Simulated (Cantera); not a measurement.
A closed system holds: 1 mol CH2F2, 0.018 mol F2, held at 12.0 Pa.

Method: chemical equilibrium by Gibbs-energy minimisation in Cantera with the NASA 1993 tables (ideal gas, pure condensed phases). Candidate condensed phases: C, C6H6, C7H8, C8H18; 95 gas species. The numbers say what is thermodynamically allowed, not how fast it happens.

Task: At 2400 K, list the 7 most abundant gas species with their mole fractions, and the condensed phases.

Result: HF 0.886, F 0.0638, H 0.0466, CF 0.00151, H2 0.00103, C3 0.000817, C 0.000331. Condensed: C(graphite).
